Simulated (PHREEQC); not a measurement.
Dissolve 0.075 mol NH4HF2 per kg of water at 20 °C. Closed to the air; pH follows from the charge balance.

The numbers come from PHREEQC with the ion-association model, wateq4f.dat.

Each row changes one thing in this solution. No solid was allowed to form.

```csv
case,pH,ionic strength (mol/kgw)
as made,3.15,0.0758
NH4HF2 from 0.075 to 0.15 mol/kgw,…,0.151
NH4HF2 from 0.075 to 0.015 mol/kgw,…,…
NH4HF2 replaced by NaF at the same molality,8.03,0.0731
NH4HF2 replaced by NH4HSO4 at the same molality,1.50,…
```

Task: Fill in the missing entries.

Result: 
- NH4HF2 from 0.075 to 0.15 mol/kgw, pH: 3.17
- NH4HF2 from 0.075 to 0.015 mol/kgw, pH: 3.16
- NH4HF2 from 0.075 to 0.015 mol/kgw, ionic strength (mol/kgw): 0.0158
- NH4HF2 replaced by NH4HSO4 at the same molality, ionic strength (mol/kgw): 0.135

Species that the database lacks are ignored. wateq4f.dat counts part of the HF as a dimer, H2F2, which phreeqc.dat doesn't know; its constant is uncertain.
